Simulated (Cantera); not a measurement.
Feed: 1 mol CHF₃, 0.52 mol H₂.

Cantera equilibrium calculation (NASA polynomials, part measured and part estimated; ideal gas, pure solids and liquids). Candidate condensed phases: C, C₆H₆, C₇H₈, C₈H₁₈; 95 gas species. The numbers say what is thermodynamically allowed, not how fast it happens.

Task: What condenses at these points (T in K, P in Pa): (2073, 5600); (873, 1); (2673, 1); (1473, 1); (1773, 18)?

Result: 
```csv
T (K),P in Pa,condensed phases,C condensed (%)
2073,5600,C,73.6
873,1,C,76.0
2673,1,gas only,0.0
1473,1,C,75.9
1773,18,C,74.7
```
